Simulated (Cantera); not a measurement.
An isothermal, constant-pressure homogeneous reactor starts with NO : N2 = 1 : 3.4 (molar parts), at 1850 K and 360 Torr. Integrator tolerance rtol = 1e-08.

Computed with Cantera and GRI-Mech 3.0 (53 species, 325 reactions).

What does this change do: temperature 1850 to 2000 K?


```json
[
 {"quantity": "x(NO) at 2.00 s", "before": "0.189 (gas-phase equilibrium 0.00380)", "after": "0.0971 (gas-phase equilibrium 0.00591)"},
 {"quantity": "x(O) at 2.00 s", "before": "4.15e-5 (gas-phase equilibrium 9.36e-5)", "after": "0.000252 (gas-phase equilibrium 0.000323)"},
 {"quantity": "x(O2) at 2.00 s", "before": "0.0188 (gas-phase equilibrium 0.112)", "after": "0.0649 (gas-phase equilibrium 0.110)"},
 {"quantity": "x(N2O) at 2.00 s", "before": "1.50e-5 (gas-phase equilibrium 1.59e-7)", "after": "4.23e-6 (gas-phase equilibrium 2.44e-7)"},
 {"quantity": "x(N2) at 2.00 s", "before": "0.792 (gas-phase equilibrium 0.884)", "after": "0.838 (gas-phase equilibrium 0.883)"}
]
```

What does this change do: pressure from 360 Torr to 20.0 Torr?


```tsv
quantity	before	after
x(NO) at 2.00 s	0.189 (gas-phase equilibrium 0.00380)	0.224 (gas-phase equilibrium 0.00380)
x(O) at 2.00 s	4.15e-5 (gas-phase equilibrium 9.36e-5)	9.19e-5 (gas-phase equilibrium 0.000397)
x(O2) at 2.00 s	0.0188 (gas-phase equilibrium 0.112)	0.00156 (gas-phase equilibrium 0.112)
x(N2O) at 2.00 s	1.50e-5 (gas-phase equilibrium 1.59e-7)	1.96e-5 (gas-phase equilibrium 3.75e-8)
x(N2) at 2.00 s	0.792 (gas-phase equilibrium 0.884)	0.774 (gas-phase equilibrium 0.884)
```
Radical loss at walls, strong at low pressure, is not modelled.
